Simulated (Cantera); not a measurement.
Cantera run:

```python
import numpy as np
import cantera as ct

gas_names = [...]  # 123 gases of nasa_gas.yaml made of C, H, O, Si
cond_names = """
    C(gr) C6H6(L) C7H8(L) C8H18(L),n-octa H2O(s) H2O(L) Si(cr) Si(L) SiC(b) SiO2(Lqz) SiO2(hqz) SiO2(L)
""".split()


# ... load() reads the species with a 1 bar reference pressure and builds the phases ...
atoms = {
    'Si2H6': {'Si': 2, 'H': 6},
    'CO2': {'C': 1, 'O': 2},
}
top_T = {'C(gr)': 4500, 'SiC(b)': 3050}  # K; cautious upper limits of use, not melting points


# ... equilibrate(T, P, feed) seeds the gas with the atoms and calls Mixture.equilibrate('TP', solver="vcs", rtol=1e-11, max_steps=5000) ...
results = []
T = 550  # K
P = 1900  # Pa
for m in [0.13, 0.19, 0.27, 0.4, 0.6, 0.88, 1.3]:
    feed = {'Si2H6': 1, 'CO2': m}  # mol
    mix = equilibrate(T, P, feed)
    results.append((T, P, feed, dict(zip(mix.species_names, mix.species_moles))))

top = {s: max(r[3][s] / sum(r[3][g] for g in gas_names) for r in results) for s in gas_names}
cols = sorted((s for s in top if top[s] > 0.0001), key=lambda s: -top[s])[:5]
seen = [c for c in cond_names if any(r[3].get(c, 0) > 1e-12 for r in results)]
print("log10 of partial pressures in bar; condensed amounts in mol")
print(f"{'n(CO2)':>10s}" + "".join(f"{s[:9]:>10s}" for s in cols + seen))
for T, P, feed, n in results:
    ng = sum(n[g] for g in gas_names)
    print(f"{feed['CO2']:10.4g}" + "".join(f"{np.log10(max(n[s] / ng * P / 1e5, 1e-99)):10.3f}" for s in cols)
          + "".join(f"{n.get(c, 0):10.4g}" for c in seen))
```

Output:

```
log10 of partial pressures in bar; condensed amounts in mol
    n(CO2)        H2       CH4    Si(cr)    SiC(b) SiO2(Lqz)
      0.13    -1.721    -7.351      1.74      0.13      0.13
      0.19    -1.721    -7.351      1.62      0.19      0.19
      0.27    -1.721    -7.351      1.46      0.27      0.27
       0.4    -1.721    -7.351       1.2       0.4       0.4
       0.6    -1.721    -7.351       0.8       0.6       0.6
      0.88    -1.721    -7.351      0.24      0.88      0.88
       1.3    -1.846    -2.323         0       0.7       1.3
```

These are equilibrium values from Cantera (NASA tables, ideal gas, pure condensed phases), not measurements of a reactor. The feed counts by its element totals alone.
